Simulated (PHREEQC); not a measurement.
Copper plating or etch bath (model solution)

Consider water at 30 °C with 0.0015 mol Cu(NO3)2, 0.00022 mol HNO3 and 0.22 mol Na2SO4 per kg of water. Closed to the air; pH follows from the charge balance.

The numbers come from PHREEQC with the ion-association model, wateq4f.dat.

This is a speciation only: nothing precipitates in the calculation.

Task: What pH does the model give?

Result: pH 4.46.

Task: In which forms is Na present?

Result: Na+ 86 %, NaSO4- 14 % of the Na.

Species that the database lacks are ignored.
